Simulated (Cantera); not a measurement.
A closed system holds: 1 mol toluene, 3.8 mol H₂O, equilibrated at 0.133 bar.

Cantera equilibrium calculation (NASA polynomials, part measured and part estimated; ideal gas, pure solids and liquids). Candidate condensed phases: C, C₆H₆, C₇H₈, C₈H₁₈, H₂O; 110 gas species. Equilibrium is a limit: real reactors are often held back by kinetics, nucleation or transport. All values below are at 1900 K.

Base state: H₂ 0.671, CO 0.327, H 0.00178, C₂H₂ (acetylene) 0.000256, CH₄ 3.37e-5 (mole fractions); condensed: C(graphite).

### Question
What changes in the equilibrium state with this change: H₂O from 3.8 to 0.53 mol?

### Answer
```json
[
 {"species": "H₂", "before": "0.671", "after": "0.893"},
 {"species": "CO", "before": "0.327", "after": "0.105"},
 {"species": "H", "before": "0.00178", "after": "0.00205"},
 {"species": "CH₄", "before": "3.37e-5", "after": "5.97e-5"},
 {"species": "C₂H₂ (acetylene)", "before": "0.000256", "after": "0.000341"},
 {"species": "C(graphite), mol", "before": "3.19", "after": "6.47"}
]
```

### Question
What changes in the equilibrium state with this change: toluene replaced by CH₄?

### Answer
| species | before | after |
|---|---|---|
| H₂ | 0.671 | 0.464 |
| H₂O | 5.22e-6 | 0.387 |
| CO | 0.327 | 0.123 |
| CO₂ | 6.05e-7 | 0.0243 |
| C₂H₂ (acetylene) | 0.000256 | <1e-9 |
| OH | 1.14e-9 | 0.000101 |
| CH₄ | 3.37e-5 | <1e-9 |
| C(graphite), mol | 3.19 | 0 |
